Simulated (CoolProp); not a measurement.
Saturated liquid density (kg/m³) of cyclopropane: the reference equation beside estimates from Tc = 125.5 °C, pc = 5.605 MPa, ω = 0.131.

Values from CoolProp's reference Helmholtz-energy equation of state, Polt 1992. This equation is an older, rougher fit; its heat capacities, sound speeds and derivatives of the liquid may be far off and weren't checked against measurements.

```json
[
 {"T (°C)": "12.15", "reference": "638.5", "van der Waals": "400.5", "Redlich-Kwong": "578.9", "Peng-Robinson": "667.0"},
 {"T (°C)": "20.05", "reference": "626.7", "van der Waals": "___", "Redlich-Kwong": "565.7", "Peng-Robinson": "652.9"},
 {"T (°C)": "27.95", "reference": "614.5", "van der Waals": "385.5", "Redlich-Kwong": "551.9", "Peng-Robinson": "638.0"},
 {"T (°C)": "35.75", "reference": "601.9", "van der Waals": "377.5", "Redlich-Kwong": "___", "Peng-Robinson": "___"},
 {"T (°C)": "43.65", "reference": "588.7", "van der Waals": "369.1", "Redlich-Kwong": "522.5", "Peng-Robinson": "605.6"},
 {"T (°C)": "51.45", "reference": "575.0", "van der Waals": "360.3", "Redlich-Kwong": "506.7", "Peng-Robinson": "587.9"},
 {"T (°C)": "59.35", "reference": "560.4", "van der Waals": "350.9", "Redlich-Kwong": "489.8", "Peng-Robinson": "568.6"},
 {"T (°C)": "67.25", "reference": "544.9", "van der Waals": "340.9", "Redlich-Kwong": "___", "Peng-Robinson": "___"},
 {"T (°C)": "75.05", "reference": "528.5", "van der Waals": "330.3", "Redlich-Kwong": "452.7", "Peng-Robinson": "525.7"},
 {"T (°C)": "82.95", "reference": "510.5", "van der Waals": "___", "Redlich-Kwong": "431.9", "Peng-Robinson": "501.1"},
 {"T (°C)": "90.85", "reference": "490.5", "van der Waals": "305.9", "Redlich-Kwong": "409.1", "Peng-Robinson": "___"},
 {"T (°C)": "98.65", "reference": "468.2", "van der Waals": "291.8", "Redlich-Kwong": "___", "Peng-Robinson": "443.4"}
]
```

Problem. What belongs in the gaps?

Solution. 
- 20.05, van der Waals: 393.2
- 35.75, Redlich-Kwong: 537.7
- 35.75, Peng-Robinson: 622.4
- 67.25, Redlich-Kwong: 471.7
- 67.25, Peng-Robinson: 547.9
- 82.95, van der Waals: 318.7
- 90.85, Peng-Robinson: 473.8
- 98.65, Redlich-Kwong: 384.1

Absolute difference from the reference over all 12 rows, mean and median: van der Waals 37.4 and 37.4 %, Redlich-Kwong 12.8 and 12.2 %, Peng-Robinson 2.8 and 3.1 %.
